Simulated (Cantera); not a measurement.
Cantera run, input and output.

```python
import numpy as np
import cantera as ct

gas = ct.Solution("gri30.yaml")
gas.TPX = 700, 440000, {'CH4': 1, 'H2': 0.041, 'O2': 2.77, 'N2': 10.4}
flame = ct.FreeFlame(gas, width=0.014)
flame.set_refine_criteria(ratio=3, slope=0.08, curve=0.16)
flame.transport_model = "mixture-averaged"
flame.solve(loglevel=0, auto=True)
z, T = flame.grid, flame.T
thick = (T[-1] - T[0]) / np.gradient(T, z).max()
show = ['CH4', 'H2', 'O2', 'H2O2', 'HCO', 'CH3']
print(f"laminar burning velocity  {flame.velocity[0] * 100:.3f} cm/s")
print(f"burnt temperature         {T[-1]:.1f} K")
print(f"thermal thickness         {thick * 1e3:.4f} mm")
print(f"grid points               {len(z)}")
z0 = z[flame.heat_release_rate.argmax()]
print(f"{'z/mm':>9s}{'T/K':>9s}{'u/(m/s)':>9s}" + "".join(f"{s:>11s}" for s in show))
rows = []
for k in (-3, -2, -1.5, -1, -0.5, -0.25, 0, 0.25, 0.5, 1, 2, 4, 8):
    zz = z0 + k * thick
    rows.append([k * thick, np.interp(zz, z, T), np.interp(zz, z, flame.velocity),
                 *(np.interp(zz, z, flame.X[gas.species_index(s)]) for s in show)])
    print(f"{rows[-1][0] * 1e3:9.3f}{rows[-1][1]:9.1f}{rows[-1][2]:9.3f}" + "".join(f"{x:11.3e}" for x in rows[-1][3:]))
```

Output:

```
laminar burning velocity  78.989 cm/s
burnt temperature         2188.3 K
thermal thickness         0.1180 mm
grid points               131
     z/mm      T/K  u/(m/s)        CH4         H2         O2       H2O2        HCO        CH3
   -0.354    700.9    0.791  7.026e-02  3.304e-03  1.948e-01  1.167e-07  3.865e-16  4.768e-08
   -0.236    706.6    0.798  6.978e-02  3.826e-03  1.942e-01  9.478e-07  1.263e-13  3.715e-07
   -0.177    722.6    0.817  6.861e-02  4.378e-03  1.929e-01  3.413e-06  4.167e-12  1.401e-06
   -0.118    794.7    0.902  6.379e-02  5.303e-03  1.869e-01  1.469e-05  5.467e-10  9.291e-06
   -0.059   1117.1    1.277  4.373e-02  6.703e-03  1.578e-01  4.679e-05  3.066e-07  1.959e-04
   -0.030   1449.4    1.664  2.339e-02  7.346e-03  1.246e-01  2.330e-05  5.683e-06  8.733e-04
    0.000   1782.7    2.051  4.943e-03  6.514e-03  8.705e-02  2.517e-06  2.074e-05  8.977e-04
    0.030   1934.3    2.219  2.633e-04  4.086e-03  6.723e-02  9.498e-07  4.830e-06  7.919e-05
    0.059   2000.5    2.285  8.486e-06  2.954e-03  6.082e-02  7.381e-07  2.327e-07  2.960e-06
    0.118   2076.6    2.360  1.555e-08  2.100e-03  5.655e-02  5.382e-07  7.135e-09  6.656e-09
    0.236   2140.5    2.423  7.546e-13  1.160e-03  5.421e-02  3.587e-07  1.126e-09  4.614e-13
    0.472   2175.8    2.458  2.610e-15  5.369e-04  5.328e-02  2.561e-07  1.537e-10  8.800e-15
    0.944   2187.0    2.469  5.231e-16  3.407e-04  5.305e-02  2.292e-07  4.721e-11  1.461e-15
```

Detailed kinetics in Cantera: GRI-Mech 3.0 (53 species, 325 reactions). Burning velocities carry a grid error of a few per cent, more on coarse grids.
